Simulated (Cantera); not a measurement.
Mixture: CH4 : O2 : N2 : CO2 = 1 : 1 : 3.76 : 1.3 (molar parts), equivalence ratio 2.0, at 3750 Torr, adiabatic and at constant pressure. Ignition delay is the time to a rise of 400 K.

Model: GRI-Mech 3.0 (53 species, 325 reactions), integrated in Cantera.

### Question
What does this change do: pressure from 3750 Torr to 750 Torr?

### Answer
```
quantity                                                before       after
--------------------------------------------------  ----------  ----------
delay at 1275 K                                        8.01 ms     34.5 ms
delay at 1425 K                                        1.49 ms     5.29 ms
delay at 1575 K                                       0.316 ms     1.03 ms
delay at 1725 K                                        80.8 µs    0.276 ms
delay at 1875 K                                        26.5 µs    0.101 ms
apparent activation energy between 1725 and 1875 K  200 kJ/mol  180 kJ/mol
```

### Question
What does this change do: constant volume in place of constant pressure?

### Answer
```
quantity                                                before       after
--------------------------------------------------  ----------  ----------
delay at 1275 K                                        8.01 ms     7.44 ms
delay at 1425 K                                        1.49 ms     1.36 ms
delay at 1575 K                                       0.316 ms    0.287 ms
delay at 1725 K                                        80.8 µs     72.6 µs
delay at 1875 K                                        26.5 µs     23.5 µs
apparent activation energy between 1725 and 1875 K  200 kJ/mol  200 kJ/mol
```
